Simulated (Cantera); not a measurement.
Input: 1 mol H2S, 0.086 mol O2, 14 mol N2, held at 2425 °C.

Method: chemical equilibrium by Gibbs-energy minimisation in Cantera with the NASA 1993 tables (ideal gas, pure condensed phases). Candidate condensed phases: H2O, H2SO4, S; 35 gas species. The ideal-gas law is rough above about 30 bar. Kinetics and transport are ignored.

log p: log10 of the partial pressure in bar; nothing condenses.

```csv
P (Pa),log p N2,log p H,log p S,log p H2,log p S2,log p H2S
10,-4.09,-4.94,-5.24,-7.38,-8.43,-12.43
84,…,…,…,…,…,…
710,-2.23,-3.22,-3.46,-3.94,-4.88,-7.22
6000,-1.29,-2.58,-2.68,-2.67,-3.32,-5.17
50000,-0.35,-2.06,-2.06,-1.63,-2.08,-3.51
420000,…,…,…,…,…,…
3600000,1.51,-1.14,-1.06,0.21,-0.08,-0.67
30000000,2.44,-0.72,-0.62,1.05,0.81,0.62
```

Question: Fill in the missing entries.

Answer: 
- 420000, log p N2: 0.58
- 420000, log p H: -1.59
- 420000, log p S: -1.54
- 420000, log p H2: -0.69
- 420000, log p S2: -1.04
- 420000, log p H2S: -2.05
- 84, log p N2: -3.16
- 84, log p H: -4.03
- 84, log p S: -4.33
- 84, log p H2: -5.57
- 84, log p S2: -6.62
- 84, log p H2S: -9.72
